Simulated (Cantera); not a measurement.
Charge: 1 mol SiH4, 0.38 mol C2H2, 21 mol H2, held at 13.3 mbar.

Cantera equilibrium calculation (NASA polynomials, part measured and part estimated; ideal gas, pure solids and liquids). Candidate condensed phases: C, C6H6, C7H8, C8H18, Si, SiC; 87 gas species. Mutual solubility and eutectic melting of coexisting phases are not modelled. Gases not in the tables: Si2H6 and higher silanes. Equilibrium is a limit: real reactors are often held back by kinetics, nucleation or transport. All values below are at 1973 K.

Base state: H2 0.986, H 0.0116, Si 0.00237, SiH 0.000196, SiH2 8.96e-5, Si2C 5.78e-5, Si2 2.30e-5 (mole fractions); condensed: Si(l) + SiC(s).

Problem. What changes in the equilibrium state with this change: pressure from 13.3 mbar to 10.0 mbar?

Solution. 
```csv
species,before,after
H2,0.986,0.983
H,0.0116,0.0134
Si,0.00237,0.00316
Si2,2.30e-5,3.06e-5
Si2C,5.78e-5,7.70e-5
"Si(l), mol",0.175,0.154
"SiC(s), mol",0.759,0.758
```
